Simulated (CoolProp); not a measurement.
Vapour-liquid equilibrium of R125 (1) + cyclopropane (2) at 1.26 MPa; x and y are mole fractions of (1).

Computed with CoolProp (multi-fluid Helmholtz-energy mixture model, Lemmon 2005 and Polt 1992; pair parameters Bell 2016). This equation is an older, rougher fit; its heat capacities, sound speeds and derivatives of the liquid may be far off and weren't checked against measurements.

| x | bubble temperature (K) | y at the bubble point | dew temperature at overall composition x (K) | liquid density (mol/L) |
|---|---|---|---|---|
| 0.05 | 313.5 | 0.161 | 318.2 | 13.74 |
| 0.2 | 302.4 | 0.416 | 311.9 | 13.15 |
| 0.35 | 297.6 | ___ | 305.3 | 12.44 |
| 0.5 | 295.1 | 0.613 | 298.8 | 11.76 |
| 0.65 | 293.8 | 0.695 | ___ | 11.17 |
| 0.8 | 293.3 | 0.797 | 293.3 | 10.67 |
| 0.95 | 294.1 | ___ | 294.2 | 10.22 |

Problem. What belongs in the gaps?

Solution. 
- 0.35, y at the bubble point: 0.532
- 0.65, dew temperature at overall composition x (K): 294.4
- 0.95, y at the bubble point: 0.940

y crosses x between x = 0.65 and 0.8: the model has an azeotrope there.

The pair parameters rest on a limited set of measurements; away from them the model extrapolates.
